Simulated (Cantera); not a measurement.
Input: 1 mol CuO, 0.57 mol C, 0.71 mol CO, held at 1548 K and 20000 Pa.

Equilibrium computed with Cantera from the NASA thermochemical tables; the gas is ideal and each condensed phase is pure. Candidate condensed phases: C, Cu, CuO, Cu2O; 15 gas species. Rates play no part.

Base state: CO 0.664, CO2 0.336, Cu 8.99e-5 (mole fractions); condensed: Cu(l).

Task: What changes in the equilibrium state with this change: C from 0.57 to 3.4 mol?

Result: 
| species | before | after |
|---|---|---|
| CO | 0.664 | 1.000 |
| Cu | 8.99e-5 | 8.99e-5 |
| CO2 | 0.336 | 8.81e-5 |
| Cu(l), mol | 1.000 | 1.000 |
| C(graphite), mol | 0 | 2.40 |
